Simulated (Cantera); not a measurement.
**Si + HF (silicon etching in halogen gases)**

Charge: 1 mol Si, a varied amount of HF, at 377 °C and 0.00340 bar.

Equilibrium computed with Cantera from the NASA thermochemical tables; the gas is ideal and each condensed phase is pure. Candidate condensed phases: Si; 25 gas species. Kinetics and transport are ignored.

```tsv
n(HF) (mol)	x HF	x H2	x SiF4	x SiHF3	x SiH2F2	x H2F2	n Si(s)
1.8	1.19e-8	0.665	0.330	0.00541	6.04e-5	<1e-12	0.548
4.2	0.0625	0.625	0.312	9.19e-10	<1e-12	3.55e-9	0
6.7	0.474	0.351	0.175	3.82e-11	<1e-12	2.04e-7	0
9.1	0.630	0.247	0.123	1.42e-11	<1e-12	3.60e-7	0
12	0.727	0.182	0.0909	6.69e-12	<1e-12	4.81e-7	0
14	0.769	0.154	0.0769	4.53e-12	<1e-12	5.38e-7	0
16	0.800	0.133	0.0667	3.27e-12	<1e-12	5.82e-7	0
```
x: gas mole fraction; n: condensed amount in mol.

At 1.8 mol HF the condensed part is Si(s). From 4.2 mol HF to 16 mol HF nothing is condensed. The main Si-bearing gas is SiF4 throughout.
